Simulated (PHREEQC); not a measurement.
Solution (25 °C): 0.0019 mol/kgw FeCl3, 7.8e-05 mol/kgw MgSO4, 0.00014 mol/kgw NaCl and 0.00013 mol/kgw LiOH. Closed to the air; pH follows from the charge balance.

Computed with PHREEQC (ion-association model, phreeqc.dat).

### Question
The ionic strength comes out as 0.00868 mol/kgw. What activity coefficients do Cl-, Na+, Fe(OH)2+, FeCl+2, HSO4- get?

### Answer
Cl- 0.91, Na+ 0.91, Fe(OH)2+ 0.91, FeCl+2 0.68, HSO4- 0.91.

Precipitation was switched off in this run. Examples of supersaturated solids here: Hematite (slow to form), Goethite (slow to form). Others may be too. Complexes and solids missing from the database can't appear.
